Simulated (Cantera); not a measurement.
Equilibrium for carbothermic reduction: Cu₂O + CO

Input: 1 mol Cu₂O, 2.9 mol CO, equilibrated at 2425 K and 45.0 Pa.

Equilibrium computed with Cantera from the NASA thermochemical tables; the gas is ideal and each condensed phase is pure. Candidate condensed phases: C, Cu, CuO, Cu₂O; 15 gas species. Rates play no part.

```json
{
 "x(CO)": "0.471",
 "x(Cu)": "0.369",
 "x(O)": "0.0725",
 "x(CO₂)": "0.0635",
 "x(O₂)": "0.0241",
 "x(CuO)": "9.21e-5",
 "x(Cu₂)": "7.38e-6",
 "gas_amount": "5.424 mol",
 "log10 activity of Cu(l) (absent)": "-2.82",
 "log10 activity of C(graphite) (absent)": "-8.11"
}
```
